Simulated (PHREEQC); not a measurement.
Consider water at 25 °C with 0.001 mol HCl, 0.0023 mol ZnSO4 and 0.0034 mol MgCl2 per kg of water. Closed to the air; pH follows from the charge balance.

The numbers come from PHREEQC with the ion-association model, phreeqc.dat.

| quantity | before | after |
|---|---|---|
| pH | 3.09 | 3.19 |
| ionic strength (mol/kgw) | 0.0175 | 0.0394 |
| Zn+2 (mol/kgw) | 0.00201 | 0.00811 |
| ZnSO4 (mol/kgw) | 0.000261 | 0.00313 |
| HSO4- (mol/kgw) | 8.43e-5 | 0.000252 |
| SI of Zn(OH)2(e) (Zn(OH)2) | -8.25 | -7.52 |

Task: What was changed between the two runs?
A) MgCl2 left out
B) ZnSO4 from 0.0023 to 0.0115 mol/kgw
C) diluted 2-fold with water
D) 0.00025 mol/kgw Na2CO3 added
E) 3.6e-05 mol/kgw Na2SO4 added

Result: B, ZnSO4 from 0.0023 to 0.0115 mol/kgw

Precipitation was switched off in this run.
